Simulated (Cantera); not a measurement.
Input: 1 mol N2O, 0.016 mol SO2, 0.78 mol N2, 1.9 mol H2O, held at 2275 K and 1.00 Torr.

These are equilibrium values from Cantera (NASA tables, ideal gas, pure condensed phases), not measurements of a reactor. Candidate condensed phases: H2O, H2SO4, S; 35 gas species. The numbers say what is thermodynamically allowed, not how fast it happens.

Base state: N2 0.381, H2O 0.312, O2 0.108, OH 0.0523, H 0.0503, H2 0.0467, O 0.0386, NO 0.00742 (mole fractions); condensed: gas only.

Question: What changes in the equilibrium state with this change: temperature from 2275 K to 1900 K?

Answer: 
| species | before | after |
|---|---|---|
| H2O | 0.312 | 0.438 |
| N2 | 0.381 | 0.419 |
| O2 | 0.108 | 0.115 |
| H | 0.0503 | 0.00148 |
| H2 | 0.0467 | 0.00461 |
| O | 0.0386 | 0.00277 |
| OH | 0.0523 | 0.0115 |
| S | 1.07e-5 | 2.90e-8 |
| SO | 0.000343 | 1.74e-5 |

Question: What changes in the equilibrium state with this change: temperature from 2275 K to 1675 K?

Answer: 
```tsv
species	before	after
H2O	0.312	0.450
N2	0.381	0.423
O2	0.108	0.118
H	0.0503	7.49e-5
OH	0.0523	0.00294
O	0.0386	0.000321
H2	0.0467	0.000554
S	1.07e-5	<1e-9
SO	0.000343	1.34e-6
NO	0.00742	0.00144
```
